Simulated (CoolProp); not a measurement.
A single-stage vapour-compression cycle with the fluid: evaporating at 282.15 K (dew point), condensing at 350.15 K (bubble point), superheat 10 K, subcooling 5 K, compressor efficiency 0.65, no pressure losses. The same conditions are run with several fluids, on thermodynamics alone (safety and materials aside).

Model: reference Helmholtz-energy equation of state of each fluid (R236EA: Rui 2013; R227EA: Lemmon 2016; R141b: Lemmon 2006; isobutene: Lemmon 2005; cyclopropane: Polt 1992; R21: Platzer 1990), in CoolProp. The equations of Platzer and Polt are older, rougher fits.

| fluid | cooling COP | pressure ratio | discharge temperature (K) | refrigerating effect (kJ/kg) | volumetric capacity (kJ/m³) |
|---|---|---|---|---|---|
| R236EA | 1.83 | 8.21 | 360.2 | 91.0 | 675 |
| R227EA | 1.42 | 6.44 | 355.0 | 50.0 | 1030 |
| R141b | 2.19 | 9.37 | 391.1 | 167 | 341 |
| isobutene | 1.97 | 6.31 | 374.3 | 236 | 1050 |
| cyclopropane | 2.00 | 5.21 | 400.2 | 288 | 2500 |
| R21 | 2.18 | 7.84 | 426.3 | 178 | 791 |
